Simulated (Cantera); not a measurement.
Mixture: 5.56 % CH₄, 19.9 % O₂, 74.6 % N₂, equivalence ratio 0.56, at 0.582 atm, adiabatic and at constant pressure. Ignition delay is the time to a rise of 400 K.

Model: GRI-Mech 3.0 (53 species, 325 reactions), integrated in Cantera.

Q: At T0 = 1250 K, what is the delay, and which 6 reactions control it most (d ln τ / d ln k, from doubling and halving each rate constant)?

A: The delay is 25.5 ms.
```csv
reaction,d ln τ / d ln k,faster rate
2 CH3 (+M) <=> C2H6 (+M),0.57,lengthens it
CH3 + O2 <=> CH3O + O,-0.46,shortens it
CH3 + O2 <=> CH2O + OH,-0.36,shortens it
H + O2 <=> O + OH,-0.31,shortens it
CH4 + H <=> CH3 + H2,0.27,lengthens it
CH3 + HO2 <=> CH3O + OH,-0.24,shortens it
```
